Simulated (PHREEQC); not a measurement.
K2CO3 is added in steps, without added water, to 1 kg of water holding 3.2 mmol/kgw HF and 8.9 mmol/kgw CsF, at 25 °C. Oxygen alone is held at its pressure in air (log pO2 = -0.68). No CO2 enters from the air. Nothing may precipitate in this run.

Base run: PHREEQC, ion-association model, wateq4f.dat. Each further column changes one thing. The table gives CO3-2 (mol/kgw).

```tsv
K2CO3 added (mol)	base	Debye-Hückel limiting law	metal-ligand complexes left out	Davies equation for every ion	all activity coefficients set to 1
0	0	0	0	0	0
0.0006	1.11e-12	1.18e-12	1.11e-12	1.13e-12	___
0.0015	2.31e-10	2.45e-10	2.31e-10	2.36e-10	___
0.0024	4.27e-7	4.49e-7	4.27e-7	4.30e-7	___
0.003	5.06e-6	5.34e-6	5.06e-6	5.11e-6	4.04e-6
0.0036	0.000384	0.000385	0.000384	0.000384	0.000378
0.0045	0.00124	0.00124	0.00124	0.00124	___
0.0054	0.00210	0.00210	0.00210	0.00210	0.00207
0.006	0.00267	0.00268	0.00267	0.00267	0.00263
```

**Question.** Some entries are withheld; supply them.

**Answer.** 
- 0.0006, all activity coefficients set to 1: 8.93e-13
- 0.0015, all activity coefficients set to 1: 1.85e-10
- 0.0024, all activity coefficients set to 1: 3.41e-7
- 0.0045, all activity coefficients set to 1: 0.00122
